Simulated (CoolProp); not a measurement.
Vapour-liquid equilibrium of R152A (1) + R134a (2) at 177.1 K; x and y are mole fractions of (1).

Values from CoolProp's multi-fluid Helmholtz-energy mixture model, Outcalt 1996 and Tillner-Roth 1994; pair parameters Lemmon 2004.

```
x      bubble pressure, mixture model (bar)  bubble pressure, Raoult's law (bar)  y, mixture model  y, Raoult's law
-----  ------------------------------------  -----------------------------------  ----------------  ---------------
0.05                               0.008257                             0.008455             0.029            0.051
0.125                              0.007982                             0.008469             0.082            0.127
0.2                                0.007729                             0.008482             0.145            0.203
0.275                              0.007511                             0.008496             0.219            0.279
0.35                               0.007340                             0.008509             0.305            0.355
0.425                              0.007230                             0.008523             0.399            0.430
0.5                                0.007190                             0.008536             0.499            0.505
0.575                              0.007227                             0.008549             0.600            0.580
0.65                               0.007341                             0.008563             0.697            0.655
0.725                              0.007529                             0.008576             0.785            0.729
0.8                                0.007779                             0.008590             0.861            0.803
0.875                              0.008077                             0.008603             0.924            0.877
0.95                               0.008402                             0.008616             0.973            0.951
```

The largest gap from Raoult's law is -15.8 % in bubble pressure, at x = 0.5. y crosses x between x = 0.5 and 0.575: the model has an azeotrope there.

Pair parameters are fitted to limited data, so mixtures are less certain than the pure fluids.
